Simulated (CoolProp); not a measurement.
Saturation properties of R123.

Model: reference Helmholtz-energy equation of state, Younglove 1994, in CoolProp. It is a modified Benedict-Webb-Rubin equation, recast in Helmholtz form.

| T (K) | p (MPa) | liquid density (kg/m³) | enthalpy of vaporisation (kJ/kg) | liquid cp (kJ/(kg K)) | vapour viscosity (µPa s) |
|---|---|---|---|---|---|
| 223.5 | 0.001815 | 1642 | 200.3 | 0.9396 | 7.92 |
| 237.8 | 0.004842 | 1609 | 194.9 | 0.9525 | 8.49 |
| 252.1 | 0.01132 | 1576 | 189.5 | 0.9670 | 9.05 |
| 266.5 | 0.02387 | 1542 | 184.0 | 0.9827 | 9.59 |
| 280.8 | 0.04578 | 1507 | 178.4 | 0.9990 | 10.1 |
| 295.2 | 0.08178 | 1471 | 172.6 | 1.016 | 10.6 |
| 309.5 | 0.1367 | 1434 | 166.5 | 1.034 | 11.1 |
| 323.8 | 0.2167 | 1396 | 160.1 | 1.053 | 11.6 |
| 338.2 | 0.3296 | 1356 | 153.3 | 1.074 | 12.1 |
| 352.5 | 0.4811 | 1313 | 145.9 | 1.098 | 12.6 |

It boils at 301.0 K under 1 atm.

Viscosity comes from a separate model (Tanaka 1996).
